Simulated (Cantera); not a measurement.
What does this Cantera script print?

```python
import numpy as np
import cantera as ct

gas = ct.Solution("gri30.yaml")
gas.TPX = 2175, 1333, {'CH4': 0.018, 'H2': 1, 'H': 0.089}
reactor = ct.IdealGasConstPressureReactor(gas, energy="off", clone=False)
net = ct.ReactorNet([reactor])
net.rtol, net.atol = 1e-08, 1e-18
show = ['CH4', 'H2', 'H', 'CH3', 'C2H6', 'C2H4']
times = np.geomspace(4e-05, 300, 13)

steps = ct.SolutionArray(gas, extra=["t"])
rows = []
print(f"{'t/s':>10s}{'T/K':>9s}{'P/Pa':>11s}" + "".join(f"{s:>11s}" for s in show))
for t in times:
    while net.time < t:
        t_next = net.step()
        steps.append(gas.state, t=t_next)
    rows.append([np.interp(t, steps.t, y) for y in (steps.T, steps.P, *steps(*show).X.T)])
    print(f"{t:10.3e}{rows[-1][0]:9.1f}{rows[-1][1]:11.4g}" + "".join(f"{x:11.3e}" for x in rows[-1][2:]))
rate = np.gradient(steps.T, steps.t)
print("integrator steps:", len(steps.t))
if steps.T.max() > steps.T[0] + 200:
    print(f"time of steepest temperature rise: {steps.t[rate.argmax()]:.4e} s")
gas.TPX = 2175, 1333, {'CH4': 0.018, 'H2': 1, 'H': 0.089}
gas.equilibrate("TP")
print(f"equilibrium (TP): T = {gas.T:.1f} K  " + "  ".join(f"{s} {gas[s].X[0]:.3e}" for s in show))
```

It prints:

```
       t/s      T/K       P/Pa        CH4         H2          H        CH3       C2H6       C2H4
 4.000e-05   2175.0       1333  6.227e-03  9.156e-01  6.862e-02  8.484e-03  1.001e-06  1.094e-04
 1.496e-04   2175.0       1333  4.748e-03  9.220e-01  6.413e-02  6.119e-03  5.795e-07  1.209e-04
 5.596e-04   2175.0       1333  2.443e-03  9.314e-01  5.770e-02  2.837e-03  1.435e-07  3.676e-05
 2.093e-03   2175.0       1333  8.106e-04  9.375e-01  5.345e-02  8.768e-04  1.515e-08  4.737e-06
 7.830e-03   2175.0       1333  2.224e-04  9.398e-01  5.182e-02  2.339e-04  1.122e-09  5.755e-07
 2.929e-02   2175.0       1333  6.000e-05  9.408e-01  5.099e-02  6.213e-05  8.095e-11  2.526e-07
 1.095e-01   2175.0       1333  1.713e-05  9.421e-01  4.974e-02  1.729e-05  6.546e-12  2.359e-07
 4.097e-01   2175.0       1333  6.710e-06  9.451e-01  4.678e-02  6.351e-06  1.026e-12  2.496e-07
 1.533e+00   2175.0       1333  6.133e-06  9.492e-01  4.260e-02  5.264e-06  8.304e-13  2.744e-07
 5.733e+00   2175.0       1333  6.484e-06  9.503e-01  4.153e-02  5.420e-06  9.068e-13  2.815e-07
 2.144e+01   2175.0       1333  6.485e-06  9.503e-01  4.153e-02  5.421e-06  9.070e-13  2.815e-07
 8.020e+01   2175.0       1333  6.485e-06  9.503e-01  4.153e-02  5.421e-06  9.070e-13  2.815e-07
 3.000e+02   2175.0       1333  6.485e-06  9.503e-01  4.153e-02  5.421e-06  9.070e-13  2.815e-07
integrator steps: 1106
equilibrium (TP): T = 2175.0 K  CH4 6.521e-06  H2 9.503e-01  H 4.153e-02  CH3 5.451e-06  C2H6 9.162e-13  C2H4 2.815e-07
```

Cantera simulation using GRI-Mech 3.0 (53 species, 325 reactions); the numbers are that mechanism's predictions, not measurements. GRI-Mech 3.0 stops at C3 and has no aromatics, soot or wall deposition, so with more carbon than oxygen in the feed, carbon stays in small species such as C2H2 where larger ones or solid carbon would form. Radical loss at walls, strong at low pressure, is not modelled.
